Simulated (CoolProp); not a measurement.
Vapour-liquid equilibrium of benzene (1) + ethylbenzene (2) at 465.4 K; x and y are mole fractions of (1).

The numbers come from the multi-fluid Helmholtz-energy mixture model, Thol 2012 and Zhou 2012; pair parameters Bell 2016 in CoolProp.

Question: Give the bubble pressure and the first vapour's composition at x = 0.05, 0.35, 0.75. Is there an azeotrope?

Answer: x = 0.05: 4.051 bar, y = 0.120; x = 0.35: 6.321 bar, y = 0.592; x = 0.75: 10.02 bar, y = 0.895. No azeotrope shows between x = 0.05 and 0.95.

Pair parameters are fitted to limited data, so mixtures are less certain than the pure fluids.
